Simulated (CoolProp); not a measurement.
Vapour-liquid equilibrium of R1234ze(E) (1) + R227EA (2) at -50.65 °C; x and y are mole fractions of (1).

Computed with CoolProp (multi-fluid Helmholtz-energy mixture model, Thol 2016 and Lemmon 2016; pair parameters Bell 2023).

```json
[
 {"x": "0.05", "bubble pressure, mixture model (kPa)": "17.59", "bubble pressure, Raoult's law (kPa)": "17.52", "y, mixture model": "0.061", "y, Raoult's law": "0.057"},
 {"x": "0.125", "bubble pressure, mixture model (kPa)": "17.89", "bubble pressure, Raoult's law (kPa)": "17.73", "y, mixture model": "0.149", "y, Raoult's law": "0.142"},
 {"x": "0.2", "bubble pressure, mixture model (kPa)": "18.18", "bubble pressure, Raoult's law (kPa)": "17.93", "y, mixture model": "0.233", "y, Raoult's law": "0.224"},
 {"x": "0.275", "bubble pressure, mixture model (kPa)": "18.45", "bubble pressure, Raoult's law (kPa)": "18.14", "y, mixture model": "0.314", "y, Raoult's law": "0.305"},
 {"x": "0.35", "bubble pressure, mixture model (kPa)": "18.71", "bubble pressure, Raoult's law (kPa)": "18.34", "y, mixture model": "0.391", "y, Raoult's law": "0.384"},
 {"x": "0.425", "bubble pressure, mixture model (kPa)": "18.95", "bubble pressure, Raoult's law (kPa)": "18.55", "y, mixture model": "0.466", "y, Raoult's law": "0.461"},
 {"x": "0.5", "bubble pressure, mixture model (kPa)": "19.18", "bubble pressure, Raoult's law (kPa)": "18.75", "y, mixture model": "0.538", "y, Raoult's law": "0.536"},
 {"x": "0.575", "bubble pressure, mixture model (kPa)": "19.38", "bubble pressure, Raoult's law (kPa)": "18.96", "y, mixture model": "0.609", "y, Raoult's law": "0.610"},
 {"x": "0.65", "bubble pressure, mixture model (kPa)": "19.56", "bubble pressure, Raoult's law (kPa)": "19.16", "y, mixture model": "0.678", "y, Raoult's law": "0.683"},
 {"x": "0.725", "bubble pressure, mixture model (kPa)": "19.72", "bubble pressure, Raoult's law (kPa)": "19.37", "y, mixture model": "0.746", "y, Raoult's law": "0.753"},
 {"x": "0.8", "bubble pressure, mixture model (kPa)": "19.86", "bubble pressure, Raoult's law (kPa)": "19.58", "y, mixture model": "0.814", "y, Raoult's law": "0.822"},
 {"x": "0.875", "bubble pressure, mixture model (kPa)": "19.98", "bubble pressure, Raoult's law (kPa)": "19.78", "y, mixture model": "0.883", "y, Raoult's law": "0.890"},
 {"x": "0.95", "bubble pressure, mixture model (kPa)": "20.08", "bubble pressure, Raoult's law (kPa)": "19.99", "y, mixture model": "0.953", "y, Raoult's law": "0.957"}
]
```

The largest gap from Raoult's law is +2.3 % in bubble pressure, at x = 0.5. No azeotrope shows between x = 0.05 and 0.95.

The pair parameters rest on a limited set of measurements; away from them the model extrapolates.
